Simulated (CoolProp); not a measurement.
Saturation properties of dodecamethylcyclohexasiloxane (D6).

Computed with CoolProp (reference Helmholtz-energy equation of state, Colonna 2008). It is a short technical equation, of lower accuracy than the large ones.

```tsv
T (K)	p (bar)	liquid density (kg/m³)	enthalpy of vaporisation (kJ/kg)	liquid cp (kJ/(kg K))	vapour Z	surface tension (mN/m)
444.1	0.1366	802.5	119.3	1.868	0.9803	7.99
453.9	0.1872	790.5	116.8	1.888	0.9746	7.38
463.6	0.2513	778.4	114.3	1.909	0.9679	6.79
473.4	0.3330	766.0	111.7	1.929	0.9598	6.22
483.2	0.4347	753.2	109.1	1.950	0.9504	5.66
492.9	0.5584	740.3	106.4	1.971	0.9396	5.14
502.7	0.7102	726.9	103.6	1.993	0.9270	4.62
512.5	0.8930	713.1	100.7	2.015	0.9127	4.13
```

It boils at 518.1 K under 1 atm.

Surface tension comes from a separate correlation (Mulero 2014).
